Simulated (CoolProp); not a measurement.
Vapour-liquid equilibrium of carbon dioxide (1) + R124 (2) at 249.9 K; x and y are mole fractions of (1).

The numbers come from the multi-fluid Helmholtz-energy mixture model, Span 1996 and de Vries 1995; pair parameters Bell 2016 in CoolProp.

Question: Give the bubble pressure and the first vapour's composition at x = 0.05, 0.85, 0.95. Is there an azeotrope?

Answer: x = 0.05: 1.450 bar, y = 0.584; x = 0.85: 14.61 bar, y = 0.990; x = 0.95: 16.72 bar, y = 0.997. No azeotrope shows between x = 0.05 and 0.95.

The pair parameters rest on a limited set of measurements; away from them the model extrapolates.
